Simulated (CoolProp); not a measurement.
A simple Rankine cycle with sulfur dioxide: condensing at 300.15 K, boiler at 2.11 MPa, turbine inlet 362.2 K, turbine efficiency 0.65, pump efficiency 0.7, no recuperator. Each further row changes one setting.

Computed with CoolProp (reference Helmholtz-energy equation of state, Gao 2016).

| case | thermal efficiency (%) | net work (kJ/kg) | heat in (kJ/kg) | turbine exit temperature (K) | volume ratio over the turbine |
|---|---|---|---|---|---|
| as stated | 9.4 | 34.6 | 368 | 300.2 | 4.59 |
| turbine inlet 382.2 K | 9.6 | 37.1 | 387 | 300.2 | 4.33 |
| condensing temperature 292.15 K | 10.6 | 40.1 | 379 | 292.1 | 5.90 |
| boiler pressure 1.48 MPa | 7.7 | 29.2 | 381 | 300.2 | 3.11 |
| turbine efficiency 0.55 | 7.9 | 29.0 | 368 | 300.2 | 4.67 |

The expansion ends wet for: as stated; turbine inlet 382.2 K; condensing temperature 292.15 K; boiler pressure 1.48 MPa; turbine efficiency 0.55.
